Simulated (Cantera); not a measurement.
Feed: 1 mol B2O3, 2.1 mol O2, at 2275 K and 15.0 Pa.

Equilibrium computed with Cantera from the NASA thermochemical tables; the gas is ideal and each condensed phase is pure. Candidate condensed phases: B, B2O3; 10 gas species. Kinetics and transport are ignored.

Base state: O2 0.385, BO2 0.235, O 0.217, B2O3 0.119, BO 0.0435, B2O2 5.73e-5 (mole fractions); condensed: gas only.

Question: What changes in the equilibrium state with this change: pressure from 15.0 Pa to 1.33 mbar?

Answer: 
```tsv
species	before	after
O2	0.385	0.525
B2O3	0.119	0.193
BO2	0.235	0.187
O	0.217	0.0851
BO	0.0435	0.00997
B2O2	5.73e-5	2.67e-5
```
